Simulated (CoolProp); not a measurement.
A simple Rankine cycle with water: condensing at 302.15 K, boiler at 13.1 MPa, turbine inlet 619.4 K, turbine efficiency 0.85, pump efficiency 0.8, no recuperator. Each further row changes one setting.

Model: reference Helmholtz-energy equation of state, Wagner 2002, in CoolProp.

```
case                             thermal efficiency (%)  net work (kJ/kg)  heat in (kJ/kg)  turbine exit temperature (K)  volume ratio over the turbine
-------------------------------  ----------------------  ----------------  ---------------  ----------------------------  -----------------------------
as stated                                          34.3               906             2640                         302.1                           1700
turbine inlet 639.4 K                              34.7               954             2750                         302.1                           1560
condensing temperature 294.15 K                    35.2               942             2670                         294.1                           2650
boiler pressure 9.17 MPa                           33.9               950             2800                         302.1                           1070
turbine efficiency 0.75                            30.2               797             2640                         302.1                           1810
```

The expansion ends wet for: as stated; turbine inlet 639.4 K; condensing temperature 294.15 K; boiler pressure 9.17 MPa; turbine efficiency 0.75.
